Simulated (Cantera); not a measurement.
A perfectly stirred reactor is fed with CH4 : N2 = 1 : 3.4 (molar parts), at 100.0 Torr; it is held at 1500 K, and followed from long to short residence time.

Detailed kinetics in Cantera: GRI-Mech 3.0 (53 species, 325 reactions). GRI-Mech 3.0 stops at C3 and has no aromatics, soot or wall deposition, so with more carbon than oxygen in the feed, carbon stays in small species such as C2H2 where larger ones or solid carbon would form.

One state of this run: x CH4 = 0.171; x H = 4.49e-6; x H2 = 0.0676; x C2H2 = 0.0213; x CH2 = 1.14e-8; x HCN = 1.94e-9; x C2H6 = 0.000141. x: mole fraction; the columns are a selection and need not sum to one.

**Question.** Which value of τ (s) does it belong to?
A) 0.79
B) 5.9
C) 0.00024
D) 0.10

**Answer.** A, 0.79
